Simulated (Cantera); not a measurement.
Feed: 1 mol Cu, 0.77 mol NH₃, 22 mol H₂, held at 1552 °C.

These are equilibrium values from Cantera (NASA tables, ideal gas, pure condensed phases), not measurements of a reactor. Candidate condensed phases: Cu; 11 gas species. Equilibrium is a limit: real reactors are often held back by kinetics, nucleation or transport.

Q: What share of the Cu ends up in condensed phases as a function of P (Pa), at 10, 61, 370, 2200, 13000, 82000, 500000, 3000000?

A: 
```json
[
 {"P (Pa)": "10", "Cu condensed (%)": "0.0", "as": "-"},
 {"P (Pa)": "61", "Cu condensed (%)": "0.0", "as": "-"},
 {"P (Pa)": "370", "Cu condensed (%)": "0.0", "as": "-"},
 {"P (Pa)": "2200", "Cu condensed (%)": "19.9", "as": "Cu(l)"},
 {"P (Pa)": "13000", "Cu condensed (%)": "86.8", "as": "Cu(l)"},
 {"P (Pa)": "82000", "Cu condensed (%)": "97.9", "as": "Cu(l)"},
 {"P (Pa)": "500000", "Cu condensed (%)": "99.7", "as": "Cu(l)"},
 {"P (Pa)": "3000000", "Cu condensed (%)": "99.9", "as": "Cu(l)"}
]
```
